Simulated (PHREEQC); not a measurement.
Metal-bearing waste water

A solution holds 0.039 mol FeCl3, 0.00025 mol ZnCl2, 0.0043 mol H2SO4 and 0.00042 mol Na2SO4 per kg of water, at 20 °C. Closed to the air; pH follows from the charge balance.

All values are PHREEQC results (ion-association model, phreeqc.dat), not measurements.

The pH is 1.92 and the ionic strength comes out as 0.173 mol/kgw. The total alkalinity comes out as -86.6 meq/kg.

```
species     molality  activity   log γ
----------  --------  --------  ------
Cl-            0.102    0.0739  -0.138
H+            0.0150    0.0121  -0.095
Fe+3          0.0142   0.00200  -0.851
FeCl+2        0.0120   0.00380  -0.501
FeSO4+       0.00375   0.00281  -0.125
FeOH+2       0.00251  0.000791  -0.501
FeCl2+       0.00197   0.00147  -0.125
Fe2(OH)2+4   0.00189   2.08e-5  -1.958
```

This is a speciation only: nothing precipitates in the calculation. The solution is supersaturated, for example in Hematite (slow to form), Goethite (slow to form), so a real one may precipitate; this is no full list. Complexes and solids missing from the database can't appear.
